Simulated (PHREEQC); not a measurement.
Make-up at 25 °C: 0.078 mol/kgw Al2(SO4)3, 0.077 mol/kgw CaCl2 and 0.00011 mol/kgw NaF. Closed to the air; pH follows from the charge balance.

Equilibrium calculation in PHREEQC: ion-association model with the Debye-Hückel limiting law, phreeqc.dat.

| Item | Value |
|---|---|
| pH | 4.73 |
| ionic strength | 1.40 mol/kgw |
| activity of water | 0.989 |

```json
[
 {"species": "SO4-2", "molality": "0.234", "activity": "0.000901", "log γ": "-2.414"},
 {"species": "Al+3", "molality": "0.156", "activity": "5.76e-7", "log γ": "-5.432"},
 {"species": "Cl-", "molality": "0.154", "activity": "0.0384", "log γ": "-0.604"},
 {"species": "Ca+2", "molality": "0.0770", "activity": "0.000296", "log γ": "-2.414"},
 {"species": "AlF+2", "molality": "0.000110", "activity": "4.22e-7", "log γ": "-2.414"},
 {"species": "Na+", "molality": "0.000110", "activity": "2.73e-5", "log γ": "-0.604"},
 {"species": "AlOH+2", "molality": "7.96e-5", "activity": "3.07e-7", "log γ": "-2.414"}
]
```

No solid was allowed to form. Ionic strength above about 0.7 mol/kgw puts this run outside the model's range. Complexes and solids missing from the database can't appear. Fluoro complexes past AlF4- and FeF3 are missing from the database.
